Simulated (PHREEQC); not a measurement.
A PHREEQC input (ion-association model, wateq4f.dat):

```
SOLUTION 1
  temp 22
  units mg/L
  pH 5.66
  pe 9
  Na 10.4
  K 2.72
  Ca 1.84
  Mg 0.488
  Cl 6.8
  S(6) 9.41 as SO4
  Alkalinity 16.3 as HCO3
  Sr 0.117
  Si 0.00659 as SiO2
  Li 0.00463
  F 0.0157
  Zn 0.00593
END
USE solution 1
EQUILIBRIUM_PHASES 1
  Chaalcedony 0 0
  Quartz 0 0.5
  CO2(g) -3.4 10
END
```

It stops with these messages:

```
ERROR: Phase not found in database, Chaalcedony.
ERROR: Calculations terminating due to input errors.
```

The fault: the phase Chalcedony misspelt. The line should read `Chalcedony` where the input has `Chaalcedony`. With the mend the run ends at pH 7.61 and ionic strength 0.000817 mol/kgw.
